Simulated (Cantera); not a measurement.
Cantera run:

```python
import numpy as np
import cantera as ct

gas_names = """
    C CH CH2 CH3 CH4 C2 C2H C2H2,acetylene C2H2,vinylidene C2H3,vinyl C2H4 C2H5 C2H6 C3 C3H3,propargyl
    C3H4,allene C3H4,propyne C3H4,cyclo- C3H5,allyl C3H6,propylene C3H6,cyclo- C3H7,n-propyl
    C3H7,i-propyl C3H8 C4 C4H2 C4H4,1,3-cyclo- C4H6,butadiene C4H6,2-butyne C4H6,cyclo- C4H8,1-butene
    C4H8,cis2-buten C4H8,tr2-butene C4H8,isobutene C4H8,cyclo- C4H9,n-butyl C4H9,i-butyl C4H9,s-butyl
    C4H9,t-butyl C4H10,isobutane C4H10,n-butane C5 C5H6,1,3cyclo- C5H8,cyclo- C5H10,1-pentene
    C5H10,cyclo- C5H11,pentyl C5H11,t-pentyl C5H12,n-pentane C5H12,i-pentane CH3C(CH3)2CH3 C6H2
    C6H5,phenyl C6H6 C6H10,cyclo- C6H12,1-hexene C6H12,cyclo- C6H13,n-hexyl C7H7,benzyl C7H8
    C7H14,1-heptene C7H15,n-heptyl C7H16,n-heptane C8H8,styrene C8H10,ethylbenz C8H16,1-octene
    C8H17,n-octyl C8H18,isooctane C8H18,n-octane C9H19,n-nonyl C10H8,naphthale C10H21,n-decyl
    C12H9,o-bipheny C12H10,bipheny H H2 Si SiC SiC2 SiC4H12 SiH SiH2 SiH3 SiH4 Si2 Si2C Si3
""".split()
cond_names = """
    C(gr) C6H6(L) C7H8(L) C8H18(L),n-octa Si(cr) Si(L) SiC(b)
""".split()


def load(file, names, dense=False):
    # The tables refer to 1 bar. Condensed volumes are neglected.
    table = {s.name: s for s in ct.Species.list_from_file(file)}
    out = []
    for n in names:
        d = dict(table[n].input_data)
        d["thermo"] = dict(d["thermo"], **{"reference-pressure": 1e5})
        if dense:
            d["equation-of-state"] = {"model": "constant-volume", "density": "1e6 g/cm^3"}
        out.append(ct.Species.from_dict(d))
    return out


gas = ct.Solution(thermo="ideal-gas", species=load("nasa_gas.yaml", gas_names))
cond = {s.name: ct.Solution(thermo="fixed-stoichiometry", species=[s], name=s.name)
        for s in load("nasa_condensed.yaml", cond_names, dense=True)}
atoms = {
    'SiH4': {'Si': 1, 'H': 4},
    'C3H8': {'C': 3, 'H': 8},
    'H2': {'H': 2},
}
top_T = {'C(gr)': 4500, 'SiC(b)': 3050}  # K; cautious upper limits of use, not melting points


def equilibrate(T, P, feed):
    n = {}
    for name, mol in feed.items():
        for a, k in atoms[name].items():
            n[a] = n.get(a, 0.0) + k * mol
    gas.TPX = T, P, n
    mass = sum(n.values()) * gas.mean_molecular_weight
    gas.equilibrate("TP")
    valid = [c for c in cond.values() if c.min_temp <= T <= top_T.get(c.name, c.max_temp)]
    mix = ct.Mixture([(gas, mass / gas.mean_molecular_weight)] + [(c, 0.0) for c in valid])
    mix.T, mix.P = T, P
    mix.equilibrate("TP", solver="vcs", rtol=1e-11, max_steps=5000)
    return mix


results = []
feed = {'SiH4': 1, 'C3H8': 0.31, 'H2': 1700}  # mol
T = 2125  # K
P = 1700  # Pa
mix = equilibrate(T, P, feed)
results.append((T, P, feed, dict(zip(mix.species_names, mix.species_moles))))
x = sorted(zip(gas.X, gas.species_names), reverse=True)
print(f"T = {T:g} K  P = {P:g} Pa  gas = {mix.phase_moles(0):.4g} mol")
print("   x: " + "  ".join(f"{s} {v:.3e}" for v, s in x if v > 0.001))
print("   condensed (mol): " + ("  ".join(f"{mix.phase(i).name} {mix.phase_moles(i):.4g}"
      for i in range(1, mix.n_phases) if mix.phase_moles(i) > 1e-12) or "none"))
```

It prints:

```
T = 2125 K  P = 1700 Pa  gas = 1728 mol
   x: H2 9.717e-01  H 2.745e-02
   condensed (mol): none
```

Cantera equilibrium calculation (NASA polynomials, part measured and part estimated; ideal gas, pure solids and liquids). Gases not in the tables: Si2H6 and higher silanes.
